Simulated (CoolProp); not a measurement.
The numbers come from the reference Helmholtz-energy equation of state, Rui 2013 in CoolProp.

Q: Give the vapour pressure (MPa), vapour density (kg/m³), liquid cp (kJ/(kg K)), vapour viscosity (µPa s) of saturated R236EA at 355.6 K.

A: 
```json
[
 {"T (K)": "355.6", "p (MPa)": "1.06", "vapour density (kg/m³)": "70.7", "liquid cp (kJ/(kg K))": "1.42", "vapour viscosity (µPa s)": "13.1"}
]
```

Viscosity comes from a separate model (Huber 2003), an estimate that may be off by 10 % or more.
